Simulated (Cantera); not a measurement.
Input: 1 mol SiC, 0.14 mol H₂O, 63 mol H₂, held at 1800 K and 6.20 mbar.

Method: chemical equilibrium by Gibbs-energy minimisation in Cantera with the NASA 1993 tables (ideal gas, pure condensed phases). Candidate condensed phases: C, C₆H₆, C₇H₈, C₈H₁₈, H₂O, Si, SiC, SiO₂; 123 gas species. Equilibrium is a limit: real reactors are often held back by kinetics, nucleation or transport.

### Question
What is the equilibrium state?

### Answer
```json
{
  "x(H₂)": "0.993",
  "x(H)": "0.00453",
  "x(CO)": "0.00119",
  "x(SiO)": "0.00102",
  "x(Si)": "0.000153",
  "x(SiH)": "1.37e-5",
  "x(SiH₂)": "8.87e-6",
  "x(Si₂C)": "1.62e-6",
  "x(C₂H₂ (acetylene))": "1.13e-6",
  "n(SiC(s))": "0.924 mol",
  "gas_amount": "63.43 mol",
  "log10 activity of Si(l) (absent)": "-0.53",
  "log10 activity of C(graphite) (absent)": "-1.09"
}
```
